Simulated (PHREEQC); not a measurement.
Make-up at 38 °C: 0.066 mol/kgw Cu(NO3)2. It is in equilibrium with CO2 at log p = -3.4 (atm). Otherwise closed; pH follows from the charge balance.

Computed with PHREEQC (ion-association model, wateq4f.dat).

**Question.** The ionic strength comes out as 0.198 mol/kgw. What activity coefficients do Cu2(OH)2+2, CuOH+, NO3-, Cu+2, H+ get?

**Answer.** Cu2(OH)2+2 0.30, CuOH+ 0.71, NO3- 0.69, Cu+2 0.32, H+ 0.79.

Precipitation was switched off in this run. Constants without temperature data keep their 25 °C values here.
